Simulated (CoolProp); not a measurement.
A closed Brayton cycle with carbon dioxide: compressor inlet 320.15 K and 9.3 MPa, high pressure 26.6 MPa, turbine inlet 960 K, compressor efficiency 0.89, turbine efficiency 0.85, recuperator effectiveness 0.95 (on enthalpy, no pinch check). Each further row changes one setting.

Computed with CoolProp (reference Helmholtz-energy equation of state, Span 1996).

| case | thermal efficiency (%) | net work (kJ/kg) | compressor to turbine work | compressor exit (K) | turbine exit (K) |
|---|---|---|---|---|---|
| as stated | 40.1 | 112 | 0.27 | 389.0 | 829.1 |
| turbine inlet 910 K | 38.5 | ? | ? | 389.0 | 783.4 |
| compressor inlet 330.15 K | 39.0 | 102 | ? | ? | 829.1 |
| high pressure 22.6 MPa | ? | 97.5 | ? | 378.1 | 848.7 |
| recuperator effectiveness 0.5 | ? | 112 | 0.27 | 389.0 | 829.1 |

**Question.** Complete the blanks.

**Answer.** 
- turbine inlet 910 K, net work (kJ/kg): 103
- turbine inlet 910 K, compressor to turbine work: 0.29
- compressor inlet 330.15 K, compressor to turbine work: 0.34
- compressor inlet 330.15 K, compressor exit (K): 414.0
- high pressure 22.6 MPa, thermal efficiency (%): 38.8
- high pressure 22.6 MPa, compressor to turbine work: 0.26
- recuperator effectiveness 0.5, thermal efficiency (%): 21.8
